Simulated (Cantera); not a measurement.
A perfectly stirred reactor is fed with 59.9 % CH4, 40.1 % CO2, at 90.0 Torr; it is held at 2025 K, and followed from long to short residence time.

Model: GRI-Mech 3.0 (53 species, 325 reactions), integrated in Cantera.

x: mole fraction; the columns are a selection and need not sum to one.

| τ (s) | x CH4 | x CO2 | x C2H6 | x CH2 | x H2O | x H |
|---|---|---|---|---|---|---|
| 1.1 | 0.00383 | 0.00211 | (withheld) | 4.53e-6 | 0.0117 | 0.00367 |
| 0.37 | 0.00680 | 0.00531 | (withheld) | 7.02e-6 | 0.0282 | 0.00336 |
| 0.13 | 0.0118 | 0.0117 | (withheld) | 1.04e-5 | 0.0567 | 0.00297 |
| 0.044 | 0.0211 | 0.0246 | (withheld) | 1.52e-5 | 0.0968 | 0.00250 |
| 0.015 | 0.0391 | 0.0516 | (withheld) | 2.06e-5 | 0.131 | 0.00202 |
| 0.0053 | 0.0753 | 0.107 | (withheld) | 2.47e-5 | 0.127 | 0.00163 |
| 0.0018 | 0.149 | 0.197 | (withheld) | 2.69e-5 | 0.0782 | 0.00130 |

Q: Complete the blanks.

A: 
- 1.1, x C2H6: 2.73e-7
- 0.37, x C2H6: 8.00e-7
- 0.13, x C2H6: 2.23e-6
- 0.044, x C2H6: 6.39e-6
- 0.015, x C2H6: 1.85e-5
- 0.0053, x C2H6: 5.28e-5
- 0.0018, x C2H6: 0.000149
